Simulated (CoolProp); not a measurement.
Values from CoolProp's reference Helmholtz-energy equation of state, de Reuck 1993.

**Question.** For methanol, give the phase and the Z, conductivity (mW/(m K)) at -57.35 °C and 0.94 bar; 183.35 °C and 5.48 bar.

**Answer.** 
- -57.35 °C and 0.94 bar: liquid; Z 0.00194, conductivity 215
- 183.35 °C and 5.48 bar: gas; Z 0.962, conductivity 33.4

Thermal conductivity comes from a separate model (Sykioti 2013).
